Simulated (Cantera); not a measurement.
Input (Python, Cantera):

```python
import numpy as np
import cantera as ct

gas = ct.Solution("gri30.yaml", transport_model="mixture-averaged")
show = ['CO2', 'C2H2', 'N2']

rows = []
print(f"{'T/K':>7s}{'rho':>11s}{'cp':>10s}{'mu':>11s}{'lambda':>11s}{'Pr':>7s}" + "".join(f"{'D_' + s:>11s}" for s in show))
for T in [400, 550, 700, 850, 1000, 1150, 1300, 1450]:
    gas.TPX = T, 17, {'NH3': 0.58}
    Pr = gas.cp_mass * gas.viscosity / gas.thermal_conductivity
    D = [gas.mix_diff_coeffs_mole[gas.species_index(s)] for s in show]
    rows.append([gas.density, gas.cp_mass, gas.viscosity, gas.thermal_conductivity, Pr, *D])
    print(f"{T:7g}{gas.density:11.4e}{gas.cp_mass:10.1f}{gas.viscosity:11.4e}"
          f"{gas.thermal_conductivity:11.4e}{Pr:7.3f}" + "".join(f"{d:11.4e}" for d in D))
print("SI units: kg/m3, J/kg/K, Pa s, W/m/K, m2/s")
```

It prints:

```
    T/K        rho        cp         mu     lambda     Pr      D_CO2     D_C2H2       D_N2
    400 8.7055e-05    2269.4 1.3919e-05 4.4299e-02  0.713 1.6720e-01 1.7376e-01 2.2782e-01
    550 6.3313e-05    2565.0 1.9185e-05 6.8606e-02  0.717 3.0983e-01 3.1924e-01 4.0911e-01
    700 4.9746e-05    2844.4 2.4262e-05 9.5771e-02  0.721 4.8711e-01 4.9869e-01 6.2929e-01
    850 4.0967e-05    3086.6 2.9080e-05 1.2455e-01  0.721 6.9507e-01 7.0829e-01 8.8431e-01
   1000 3.4822e-05    3319.2 3.3637e-05 1.5410e-01  0.725 9.3082e-01 9.4526e-01 1.1713e+00
   1150 3.0280e-05    3518.2 3.7947e-05 1.8387e-01  0.726 1.1922e+00 1.2076e+00 1.4881e+00
   1300 2.6786e-05    3695.1 4.2034e-05 2.1349e-01  0.728 1.4776e+00 1.4937e+00 1.8331e+00
   1450 2.4015e-05    3851.7 4.5922e-05 2.4272e-01  0.729 1.7858e+00 1.8023e+00 2.2050e+00
SI units: kg/m3, J/kg/K, Pa s, W/m/K, m2/s
```

Cantera simulation using GRI-Mech 3.0 (53 species, 325 reactions); the numbers are that mechanism's predictions, not measurements. Polar gases are described roughly by these parameters. The composition is frozen, though it would react at the higher temperatures.
